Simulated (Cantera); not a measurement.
Hydrocarbon pyrolysis for carbon deposition

An isothermal, constant-pressure homogeneous reactor starts with 21.3 % C2H6, 78.7 % N2, at 1448 K and 100.0 Torr.

Cantera simulation using GRI-Mech 3.0 (53 species, 325 reactions); the numbers are that mechanism's predictions, not measurements. GRI-Mech 3.0 stops at C3 and has no aromatics, soot or wall deposition, so with more carbon than oxygen in the feed, carbon stays in small species such as C2H2 where larger ones or solid carbon would form.

| t (s) | x C2H6 | x C2H4 | x CH2 | x CH3 | x H2 | x C2H2 | x CH4 |
|---|---|---|---|---|---|---|---|
| 5.00e-5 | 0.210 | 0.000987 | 3.81e-7 | 0.00164 | 0.000947 | 4.69e-7 | 0.000558 |
| 0.000184 | 0.188 | 0.0152 | 1.42e-6 | 0.00330 | 0.0139 | 0.000154 | 0.00494 |
| 0.000674 | 0.111 | 0.0648 | 1.31e-6 | 0.00289 | 0.0620 | 0.00407 | 0.0244 |
| 0.00247 | 0.0161 | 0.102 | 4.49e-7 | 0.00110 | 0.134 | 0.0300 | 0.0566 |
| 0.00909 | 0.000519 | 0.0717 | 2.28e-8 | 0.000192 | 0.175 | 0.0667 | 0.0600 |
| 0.0334 | 3.10e-5 | 0.0462 | 1.83e-9 | 5.26e-5 | 0.195 | 0.0893 | 0.0587 |
| 0.122 | 1.34e-5 | 0.0197 | 1.07e-9 | 3.99e-5 | 0.216 | 0.112 | 0.0571 |
| 0.450 | 1.03e-5 | 0.00266 | 1.07e-9 | 3.95e-5 | 0.230 | 0.128 | 0.0554 |
| 1.65 | 9.36e-6 | 0.00206 | 1.04e-9 | 3.79e-5 | 0.234 | 0.129 | 0.0524 |
| 6.06 | 6.93e-6 | 0.00216 | 9.38e-10 | 3.28e-5 | 0.245 | 0.132 | 0.0435 |
| 22.3 | 3.15e-6 | 0.00240 | 6.98e-10 | 2.16e-5 | 0.266 | 0.138 | 0.0256 |
| 81.7 | 1.38e-6 | 0.00259 | 4.37e-10 | 1.20e-5 | 0.282 | 0.143 | 0.0126 |
| 300 | 1.28e-6 | 0.00261 | 4.08e-10 | 1.10e-5 | 0.283 | 0.143 | 0.0115 |
x: mole fraction; the columns are a selection and need not sum to one.

Equilibrium at this temperature and pressure: C2H6 8.52e-7, C2H4 0.00172, CH2 3.31e-10, CH3 9.01e-6, H2 0.286, C2H2 0.0932, CH4 0.00942 (gas phase only).
